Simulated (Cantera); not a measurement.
Mixture: 6.36 % CO, 6.99 % H2, 6.36 % CH4, 16.1 % O2, 60.8 % N2, 3.37 % CO2, equivalence ratio 1.2, at 1000000 Pa, adiabatic and at constant volume. Ignition delay is the time to a rise of 400 K.

Detailed kinetics in Cantera: GRI-Mech 3.0 (53 species, 325 reactions).

Problem. Predict: delay at 1150 K; delay at 1200 K; delay at 1250 K; delay at 1300 K; delay at 1350 K; delay at 1400 K; delay at 1450 K; apparent activation energy between 1350 and 1450 K.

Solution. 
```json
{
 "delay at 1150 K": "0.312 ms",
 "delay at 1200 K": "0.162 ms",
 "delay at 1250 K": "97.1 µs",
 "delay at 1300 K": "63.8 µs",
 "delay at 1350 K": "44.3 µs",
 "delay at 1400 K": "31.9 µs",
 "delay at 1450 K": "23.5 µs",
 "apparent activation energy between 1350 and 1450 K": "100 kJ/mol"
}
```
